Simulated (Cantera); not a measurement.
## Thermodynamics of boron, boron nitride and boron oxide, feed BCl3 + H2O

A closed system holds: 1 mol BCl3, 12 mol H2O, equilibrated at 10.0 mbar.

These are equilibrium values from Cantera (NASA tables, ideal gas, pure condensed phases), not measurements of a reactor. Candidate condensed phases: B, B2O3, B3O3H3, H2O; 33 gas species. The tables' values for BOCl are old estimates; treat these amounts as uncertain. Gases not in the tables: H3BO3. Kinetics and transport are ignored.

From 550 °C to 1050 °C the condensed part is B2O3(l). From 1150 °C to 1850 °C nothing is condensed.

```tsv
T (°C)	x H2O	x HCl	x HBO2	x H2	x Cl	x OH	x O2	n B2O3(l)
550	0.772	0.223	2.43e-6	1.19e-7	4.84e-8	6.89e-11	8.97e-11	0.392
650	0.775	0.223	3.99e-5	6.68e-7	6.42e-7	2.69e-9	7.14e-9	0.442
750	0.776	0.222	0.000370	3.37e-6	4.62e-6	4.60e-8	1.55e-7	0.463
850	0.775	0.222	0.00226	1.50e-5	2.17e-5	4.38e-7	1.40e-6	0.463
950	0.768	0.221	0.0100	5.64e-5	7.62e-5	2.77e-6	7.64e-6	0.417
1050	0.746	0.218	0.0349	0.000177	0.000218	1.29e-5	2.98e-5	0.250
1150	0.714	0.214	0.0706	0.000477	0.000532	4.71e-5	9.14e-5	0
1250	0.713	0.213	0.0708	0.00116	0.00116	0.000149	0.000248	0
1350	0.712	0.212	0.0705	0.00254	0.00229	0.000409	0.000589	0
1450	0.708	0.209	0.0701	0.00509	0.00414	0.000992	0.00125	0
1550	0.702	0.206	0.0695	0.00946	0.00699	0.00218	0.00244	0
1650	0.692	0.200	0.0686	0.0164	0.0111	0.00438	0.00440	0
1750	0.675	0.193	0.0672	0.0268	0.0166	0.00815	0.00743	0
1850	0.649	0.183	0.0652	0.0414	0.0236	0.0142	0.0118	0
```
x: gas mole fraction; n: condensed amount in mol.
